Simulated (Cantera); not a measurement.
Input (Python, Cantera) and output of one run.

```python
import numpy as np
import cantera as ct

gas_names = [...]  # 151 gases of nasa_gas.yaml made of C, H, N, O, Si
cond_names = """
    C(gr) C6H6(L) C7H8(L) C8H18(L),n-octa H2O(s) H2O(L) Si(cr) Si(L) SiC(b) SiO2(Lqz) SiO2(hqz) SiO2(L)
    Si2N2O(s) Si3N4(a)
""".split()


# ... load() reads the species with a 1 bar reference pressure and builds the phases ...
atoms = {
    'HMDSO': {'Si': 2, 'C': 6, 'H': 18, 'O': 1},
    'NO': {'N': 1, 'O': 1},
    'H2': {'H': 2},
}
top_T = {'C(gr)': 4500, 'SiC(b)': 3050, 'Si2N2O(s)': 2100, 'Si3N4(a)': 2400}  # K; cautious upper limits of use, not melting points


# ... equilibrate(T, P, feed) seeds the gas with the atoms and calls Mixture.equilibrate('TP', solver="vcs", rtol=1e-11, max_steps=5000) ...
results = []
feed = {'HMDSO': 1, 'NO': 21, 'H2': 1.4}  # mol
P = 67000  # Pa
for T in [725, 825, 925, 1025, 1125, 1225, 1325, 1425, 1525, 1625, 1725, 1825, 1925]:
    mix = equilibrate(T, P, feed)
    results.append((T, P, feed, dict(zip(mix.species_names, mix.species_moles))))

top = {s: max(r[3][s] / sum(r[3][g] for g in gas_names) for r in results) for s in gas_names}
cols = sorted((s for s in top if top[s] > 1e-06), key=lambda s: -top[s])[:5]
seen = [c for c in cond_names if any(r[3].get(c, 0) > 1e-12 for r in results)]
print("log10 of partial pressures in bar; condensed amounts in mol")
print(f"{'T/K':>10s}" + "".join(f"{s[:9]:>10s}" for s in cols + seen))
for T, P, feed, n in results:
    ng = sum(n[g] for g in gas_names)
    print(f"{T:10.4g}" + "".join(f"{np.log10(max(n[s] / ng * P / 1e5, 1e-99)):10.3f}" for s in cols)
          + "".join(f"{n.get(c, 0):10.4g}" for c in seen))
```

Result:

```
log10 of partial pressures in bar; condensed amounts in mol
       T/K        N2       H2O       CO2        H2        CO SiO2(Lqz) SiO2(hqz)   SiO2(L)
       725    -0.570    -0.743    -0.863    -1.183    -2.180         2         0         0
       825    -0.581    -0.769    -0.885    -1.057    -1.726         2         0         0
       925    -0.582    -0.751    -0.915    -1.088    -1.557         0         2         0
      1025    -0.582    -0.733    -0.943    -1.129    -1.452         0         2         0
      1125    -0.582    -0.718    -0.968    -1.169    -1.378         0         2         0
      1225    -0.582    -0.706    -0.991    -1.206    -1.324         0         2         0
      1325    -0.582    -0.696    -1.011    -1.239    -1.284         0         2         0
      1425    -0.582    -0.688    -1.029    -1.269    -1.253         0         2         0
      1525    -0.582    -0.681    -1.044    -1.296    -1.229         0         2         0
      1625    -0.582    -0.675    -1.057    -1.320    -1.209         0         2         0
      1725    -0.583    -0.671    -1.069    -1.342    -1.193         0         0         2
      1825    -0.583    -0.667    -1.079    -1.361    -1.180         0         0         2
      1925    -0.583    -0.663    -1.088    -1.379    -1.169         0         0         2
```

Cantera equilibrium calculation (NASA polynomials, part measured and part estimated; ideal gas, pure solids and liquids). The feed counts by its element totals alone. The tables hold silica as quartz up to 1696 K and as liquid above; real silica turns to tridymite and cristobalite and melts near 1996 K. Gases not in the tables: Si(OH)4.
